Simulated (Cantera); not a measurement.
## Hydrocarbon pyrolysis for carbon deposition

An isothermal, constant-pressure homogeneous reactor starts with CH4 : N2 = 1 : 6.5 (molar parts), at 1825 K and 10.00 Torr.

Cantera simulation using GRI-Mech 3.0 (53 species, 325 reactions); the numbers are that mechanism's predictions, not measurements. GRI-Mech 3.0 stops at C3 and has no aromatics, soot or wall deposition, so with more carbon than oxygen in the feed, carbon stays in small species such as C2H2 where larger ones or solid carbon would form. Radical loss at walls, strong at low pressure, is not modelled.

```tsv
t (s)	x CH4	x H2	x CH3	x HCN	x C2H2
0.000200	0.133	2.52e-5	5.21e-5	<1e-12	1.81e-11
0.000577	0.133	7.65e-5	0.000154	<1e-12	1.92e-9
0.00167	0.133	0.000237	0.000445	1.01e-11	1.59e-7
0.00480	0.132	0.00101	0.00127	1.92e-10	1.21e-5
0.0139	0.122	0.0101	0.00320	1.20e-8	0.000907
0.0400	0.0672	0.0804	0.00329	6.35e-7	0.0231
0.115	0.0219	0.146	0.00133	3.90e-6	0.0481
0.333	0.00490	0.169	0.000424	1.18e-5	0.0564
0.961	0.000732	0.175	9.97e-5	2.94e-5	0.0584
2.77	0.000109	0.175	1.94e-5	5.58e-5	0.0587
8.00	2.35e-5	0.175	4.33e-6	7.60e-5	0.0587
```
x: mole fraction; the columns are a selection and need not sum to one.

Equilibrium at this temperature and pressure: CH4 6.76e-6, H2 0.176, CH3 1.25e-6, HCN 0.0764, C2H2 0.0206 (gas phase only).
